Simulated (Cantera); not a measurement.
# Aluminium nitride and oxide growth: AlCl₃ + O₂ + N₂

A closed system holds: 1 mol AlCl₃, 0.58 mol O₂, 1 mol N₂, held at 260 Pa.

Equilibrium computed with Cantera from the NASA thermochemical tables; the gas is ideal and each condensed phase is pure. Candidate condensed phases: Al, AlCl₃, AlN, Al₂O₃; 24 gas species. The tables' values for AlCl₂ are old estimates; treat these amounts as uncertain. Rates play no part.

| T (K) | log p Cl | log p N₂ | log p AlCl₃ | log p Cl₂ | log p AlCl₂ | log p AlCl | log p AlOCl | n Al₂O₃(s) |
|---|---|---|---|---|---|---|---|---|
| 1675 | -2.80 | -3.12 | -3.76 | -4.05 | -6.94 | -9.47 | -7.50 | 0.386 |
| 1725 | -2.79 | -3.13 | -3.77 | -4.26 | -6.57 | -8.80 | -7.15 | 0.386 |
| 1775 | -2.78 | -3.13 | -3.77 | -4.46 | -6.22 | -8.16 | -6.81 | 0.386 |
| 1825 | -2.78 | -3.13 | -3.78 | -4.65 | -5.89 | -7.54 | -6.50 | 0.386 |
| 1875 | -2.77 | -3.13 | -3.78 | -4.84 | -5.58 | -6.96 | -6.20 | 0.386 |
| 1925 | -2.77 | -3.13 | -3.79 | -5.02 | -5.28 | -6.41 | -5.92 | 0.386 |
| 1975 | -2.77 | -3.14 | -3.81 | -5.19 | -5.01 | -5.90 | -5.65 | 0.385 |
| 2025 | -2.77 | -3.14 | -3.84 | -5.36 | -4.77 | -5.43 | -5.41 | 0.385 |
| 2075 | -2.77 | -3.14 | -3.90 | -5.51 | -4.57 | -5.01 | -5.19 | 0.383 |
| 2125 | -2.76 | -3.15 | -4.01 | -5.66 | -4.43 | -4.66 | -4.99 | 0.382 |
| 2175 | -2.76 | -3.16 | -4.17 | -5.79 | -4.35 | -4.39 | -4.82 | 0.379 |
log p: log10 of the partial pressure in bar; n: condensed amount in mol.

From 1675 K to 2175 K the condensed part is Al₂O₃(s). The main Al-bearing gas is AlCl₃ throughout.
